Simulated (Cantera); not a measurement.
An isothermal, constant-pressure homogeneous reactor starts with NO : N2 = 0.77 : 2.3 (molar parts), at 1800 K and 0.0700 bar.

Computed with Cantera and GRI-Mech 3.0 (53 species, 325 reactions).

### Question
Predict: x(NO) at 70.0 s; x(O2) at 70.0 s; x(N2O) at 70.0 s; x(O) at 70.0 s; x(N2) at 70.0 s.

### Answer
```json
{
  "x(NO) at 70.0 s": "0.110 (gas-phase equilibrium 0.00337)",
  "x(O2) at 70.0 s": "0.0705 (gas-phase equilibrium 0.124)",
  "x(N2O) at 70.0 s": "4.26e-6 (gas-phase equilibrium 5.39e-8)",
  "x(O) at 70.0 s": "0.000125 (gas-phase equilibrium 0.000163)",
  "x(N2) at 70.0 s": "0.820 (gas-phase equilibrium 0.873)"
}
```
